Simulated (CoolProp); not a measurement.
R1224YDZ along the isotherm -19.65 °C: density (kg/m³) from the reference equation and from simpler models built on Tc = 155.5 °C, pc = 3.334 MPa, ω = 0.325; each cubic takes its own stable root.

The numbers come from the reference Helmholtz-energy equation of state, Akasaka 2023 in CoolProp.

```
p (MPa)   phase  reference  van der Waals  Redlich-Kwong
-------  ------  ---------  -------------  -------------
0.0158      gas      1.129          1.118          1.121
0.0232   liquid       1476          1.646          1.651
0.0341   liquid       1476          2.427          2.439
0.05     liquid       1476            [?]          3.602
0.0734   liquid       1476          5.289           1269
0.108    liquid       1476          7.871           1269
0.158    liquid       1476          11.71           1269
0.232    liquid       1476          17.66           1270
0.341    liquid       1477          861.7           1270
0.5      liquid       1477          862.7           1271
0.734    liquid       1478          864.1           1272
1.08     liquid       1478          866.3           1273
1.58     liquid       1480          869.2           1276
2.32     liquid        [?]          873.4           1279
3.41     liquid       1484          879.1           1283
5        liquid        [?]          886.8           1289
```

Question: Fill in the missing entries.

Answer: 
- 0.05, van der Waals: 3.577
- 2.32, reference: 1481
- 5, reference: 1487

At some of these states van der Waals, Redlich-Kwong gives the other phase, because its saturation line lies elsewhere.
